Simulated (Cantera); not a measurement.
What does this Cantera script print?

```python
import numpy as np
import cantera as ct

gas_names = """
    F F2 H HF H2 H2F2 H3F3 H4F4 H5F5 H6F6 H7F7 N NF NF2 NF3 NH NH2 NH3 N2 N2H2 N2H4 Si SiF SiF2 SiF3
    SiF4 SiH SiHF3 SiH2 SiH2F2 SiH3 SiH3F SiH4 SiN Si2 Si2N Si3
""".split()
cond_names = """
    Si(cr) Si(L) Si3N4(a)
""".split()


def load(file, names, dense=False):
    # The tables refer to 1 bar. Condensed volumes are neglected.
    table = {s.name: s for s in ct.Species.list_from_file(file)}
    out = []
    for n in names:
        d = dict(table[n].input_data)
        d["thermo"] = dict(d["thermo"], **{"reference-pressure": 1e5})
        if dense:
            d["equation-of-state"] = {"model": "constant-volume", "density": "1e6 g/cm^3"}
        out.append(ct.Species.from_dict(d))
    return out


gas = ct.Solution(thermo="ideal-gas", species=load("nasa_gas.yaml", gas_names))
cond = {s.name: ct.Solution(thermo="fixed-stoichiometry", species=[s], name=s.name)
        for s in load("nasa_condensed.yaml", cond_names, dense=True)}
atoms = {
    'Si': {'Si': 1},
    'HF': {'H': 1, 'F': 1},
    'N2': {'N': 2},
}
top_T = {'Si3N4(a)': 2400}  # K; cautious upper limits of use, not melting points


def equilibrate(T, P, feed):
    n = {}
    for name, mol in feed.items():
        for a, k in atoms[name].items():
            n[a] = n.get(a, 0.0) + k * mol
    gas.TPX = T, P, n
    mass = sum(n.values()) * gas.mean_molecular_weight
    gas.equilibrate("TP")
    valid = [c for c in cond.values() if c.min_temp <= T <= top_T.get(c.name, c.max_temp)]
    mix = ct.Mixture([(gas, mass / gas.mean_molecular_weight)] + [(c, 0.0) for c in valid])
    mix.T, mix.P = T, P
    mix.equilibrate("TP", solver="vcs", rtol=1e-11, max_steps=5000)
    return mix


results = []
feed = {'Si': 1, 'HF': 1.5, 'N2': 79}  # mol
T = 1148  # K
P = 2.6  # Pa
mix = equilibrate(T, P, feed)
results.append((T, P, feed, dict(zip(mix.species_names, mix.species_moles))))
x = sorted(zip(gas.X, gas.species_names), reverse=True)
print(f"T = {T:g} K  P = {P:g} Pa  gas = {mix.phase_moles(0):.4g} mol")
print("   x: " + "  ".join(f"{s} {v:.3e}" for v, s in x if v > 0.0001))
print("   condensed (mol): " + ("  ".join(f"{mix.phase(i).name} {mix.phase_moles(i):.4g}"
      for i in range(1, mix.n_phases) if mix.phase_moles(i) > 1e-12) or "none"))
```

Output:

```
T = 1148 K  P = 2.6 Pa  gas = 79.72 mol
   x: N2 9.858e-01  H2 9.292e-03  SiF4 4.448e-03  SiF3 2.510e-04  HF 2.268e-04
   condensed (mol): Si3N4(a) 0.2079
```

Equilibrium computed with Cantera from the NASA thermochemical tables; the gas is ideal and each condensed phase is pure. N2 is the only nitrogen source here; it is nearly inert below about 1500 K, so the nitride shown seldom forms there in practice. The tables' values for SiF3, SiF2 are old estimates; treat these amounts as uncertain.
